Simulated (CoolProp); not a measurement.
Vapour-liquid equilibrium of propane (1) + dimethyl ether (2) at 12.7 bar; x and y are mole fractions of (1).

Model: multi-fluid Helmholtz-energy mixture model, Lemmon 2009 and Wu 2011; pair parameters Bell 2016, in CoolProp.

| x | bubble temperature (°C) | y at the bubble point | dew temperature at overall composition x (°C) | liquid density (mol/L) |
|---|---|---|---|---|
| 0.05 | 51.9 | 0.090 | 53.0 | 13.12 |
| 0.15 | 47.9 | 0.240 | 50.3 | 12.86 |
| 0.25 | 44.8 | 0.359 | 47.7 | 12.58 |
| 0.35 | 42.4 | 0.458 | 45.1 | 12.30 |
| 0.45 | 40.5 | 0.544 | 42.6 | 12.03 |
| 0.55 | 39.1 | 0.622 | 40.4 | 11.76 |
| 0.65 | 37.9 | 0.698 | 38.6 | 11.51 |
| 0.75 | 37.1 | 0.775 | 37.4 | 11.27 |
| 0.85 | 36.7 | 0.857 | 36.7 | 11.04 |
| 0.95 | 36.6 | 0.949 | 36.6 | 10.83 |

y crosses x between x = 0.85 and 0.95: the model has an azeotrope there.

The pair parameters rest on a limited set of measurements; away from them the model extrapolates.
